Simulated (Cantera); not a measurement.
An isothermal, constant-pressure homogeneous reactor starts with 0.415 % CH4, 0.810 % O2, 98.8 % N2, equivalence ratio 1.0, at 1323 K and 10.0 bar.

Model: GRI-Mech 3.0 (53 species, 325 reactions), integrated in Cantera.

x: mole fraction; the columns are a selection and need not sum to one.

```
t (s)       x CH4      x O2     x NO   x C2H6    x H2O
--------  -------  --------  -------  -------  -------
0.000600  0.00415   0.00810   <1e-12  1.20e-8        …
0.00294   0.00414   0.00810   <1e-12  1.08e-6        …
0.0144    0.00409   0.00806   <1e-12  1.51e-5        …
0.0707     <1e-12   1.38e-5  2.55e-7   <1e-12  0.00812
0.346      <1e-12   1.58e-7  2.61e-7   <1e-12  0.00809
1.70       <1e-12   2.47e-8  2.58e-7   <1e-12  0.00809
8.32       <1e-12   2.25e-9  2.54e-7   <1e-12  0.00809
40.8       <1e-12  3.26e-12  2.40e-7   <1e-12  0.00809
200        <1e-12  2.68e-12  1.87e-7   <1e-12  0.00809
```

### Question
Fill in the missing entries.

### Answer

- 0.000600, x H2O: 1.92e-7
- 0.00294, x H2O: 3.39e-6
- 0.0144, x H2O: 4.19e-5
